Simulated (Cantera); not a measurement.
An adiabatic, constant-pressure homogeneous reactor starts with 24.1 % H2, 7.51 % O2, 68.4 % N2, equivalence ratio 1.6, at 1400 K and 0.550 bar.

Detailed kinetics in Cantera: the H2/O2 subset of GRI-Mech 3.0, which has no nitrogen chemistry.

Problem. Predict: time of steepest temperature rise; temperature at 0.200 s; equilibrium temperature; x(H2) at 0.200 s; x(O2) at 0.200 s; x(H2O2) at 0.200 s; x(H) at 0.200 s; x(HO2) at 0.200 s; x(OH) at 0.200 s.

Solution. 
```
Property                                                            Result
---------------------------------  ---------------------------------------
time of steepest temperature rise                                  59.5 µs
temperature at 0.200 s                                              2408 K
equilibrium temperature                                             2408 K
x(H2) at 0.200 s                     0.0953 (gas-phase equilibrium 0.0953)
x(O2) at 0.200 s                   7.25e-5 (gas-phase equilibrium 7.25e-5)
x(H2O2) at 0.200 s                 5.78e-9 (gas-phase equilibrium 5.78e-9)
x(H) at 0.200 s                    0.00694 (gas-phase equilibrium 0.00694)
x(HO2) at 0.200 s                  3.07e-8 (gas-phase equilibrium 3.07e-8)
x(OH) at 0.200 s                   0.00215 (gas-phase equilibrium 0.00215)
```
